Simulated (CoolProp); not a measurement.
Model: reference Helmholtz-energy equation of state, Gao 2016, in CoolProp.

Q: For sulfur dioxide, give the phase and the Z, cp (kJ/(kg K)), Joule-Thomson coefficient (K/MPa), fugacity coefficient at 411.8 K and 1.07 MPa; 394.7 K and 25.2 MPa.

A: 
- 411.8 K and 1.07 MPa: gas; Z 0.943, cp 0.756, Joule-Thomson coefficient 14.1, fugacity coefficient 0.945
- 394.7 K and 25.2 MPa: liquid; Z 0.426, cp 1.44, Joule-Thomson coefficient 0.0321, fugacity coefficient 0.183
